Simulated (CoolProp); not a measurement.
The numbers come from the reference Helmholtz-energy equation of state, Lemmon 2013 in CoolProp.

Question: For propylene, give the phase and the viscosity (µPa s), Prandtl number at 446.2 K and 3.89 bar; 553.8 K and 0.277 bar.

Answer: 
- 446.2 K and 3.89 bar: gas; viscosity 12.8, Prandtl number 0.755
- 553.8 K and 0.277 bar: gas; viscosity 15.4, Prandtl number 0.743

Viscosity comes from a separate model (Huber 2003), an estimate that may be off by 10 % or more. Thermal conductivity comes from a separate model (Huber 2003), an estimate that may be off by 10 % or more.
